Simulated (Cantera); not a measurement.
A perfectly stirred reactor is fed with H₂ : O₂ = 0.17 : 1 (molar parts), at 0.0267 bar; it is held at 1300 K, and followed from long to short residence time.

Detailed kinetics in Cantera: the H2/O2 subset of GRI-Mech 3.0, which has no nitrogen chemistry. Radical loss at walls, strong at low pressure, is not modelled. The temperature is held fixed by assumption; the heat of reaction is taken as removed at once.

### Question
What does this change do: temperature 1300 to 1075 K?

### Answer
| quantity | before | after |
|---|---|---|
| x(H₂) at τ = 19.0 s | 3.67e-5 | 7.79e-5 |
| x(O₂) at τ = 19.0 s | 0.843 | 0.843 |
| x(H) at τ = 19.0 s | 7.57e-6 | 4.57e-6 |
| x(H₂O₂) at τ = 19.0 s | 6.34e-8 | 2.12e-7 |
| x(OH) at τ = 19.0 s | 0.000707 | 0.000235 |
| x(H₂) at τ = 0.200 s | 0.000688 | 0.00130 |
| x(O₂) at τ = 0.200 s | 0.837 | 0.841 |
| x(H) at τ = 0.200 s | 0.000716 | 0.000429 |
| x(H₂O₂) at τ = 0.200 s | 2.79e-7 | 6.16e-7 |
| x(OH) at τ = 0.200 s | 0.00322 | 0.00113 |
